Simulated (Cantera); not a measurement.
## Thermodynamics of silicon oxide and oxynitride deposition, feed SiH4 + H2O + N2

Input: 1 mol SiH4, 13 mol H2O, 4.6 mol N2, equilibrated at 475 °C and 74.0 Pa.

Method: chemical equilibrium by Gibbs-energy minimisation in Cantera with the NASA 1993 tables (ideal gas, pure condensed phases). Candidate condensed phases: H2O, Si, SiO2, Si2N2O, Si3N4; 35 gas species. Rates play no part.

x(H2O): 0.561
x(N2): 0.235
x(H2): 0.204
n(SiO2(α-quartz)): 1.00 mol
gas amount: 19.60 mol
log10 activity of Si(s) (absent): -26.17
